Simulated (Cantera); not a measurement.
Mixture: CH4 : O2 : N2 = 1 : 2.33 : 8.74 (molar parts), at 29.0 bar, adiabatic and at constant volume. Ignition delay is the time to a rise of 400 K.

Computed with Cantera and GRI-Mech 3.0 (53 species, 325 reactions). The pressure lies above the range GRI-Mech 3.0 was tuned for (to about 10 atm).

What does this change do: CH4 1 to 0.34 parts?


```csv
quantity,before,after
delay at 1050 K,10.9 ms,10.4 ms
delay at 1250 K,0.726 ms,0.621 ms
delay at 1450 K,96.4 µs,80.9 µs
delay at 1650 K,18.1 µs,16.7 µs
delay at 1850 K,4.43 µs,4.66 µs
apparent activation energy between 1650 and 1850 K,180 kJ/mol,160 kJ/mol
```

What does this change do: O2 2.33 to 1.6 parts?


```csv
quantity,before,after
delay at 1050 K,10.9 ms,15.9 ms
delay at 1250 K,0.726 ms,1.17 ms
delay at 1450 K,96.4 µs,0.159 ms
delay at 1650 K,18.1 µs,28.3 µs
delay at 1850 K,4.43 µs,6.27 µs
apparent activation energy between 1650 and 1850 K,180 kJ/mol,190 kJ/mol
```

What does this change do: constant pressure in place of constant volume?


| quantity | before | after |
|---|---|---|
| delay at 1050 K | 10.9 ms | 11.3 ms |
| delay at 1250 K | 0.726 ms | 0.765 ms |
| delay at 1450 K | 96.4 µs | 0.104 ms |
| delay at 1650 K | 18.1 µs | 19.7 µs |
| delay at 1850 K | 4.43 µs | 4.85 µs |
| apparent activation energy between 1650 and 1850 K | 180 kJ/mol | 180 kJ/mol |
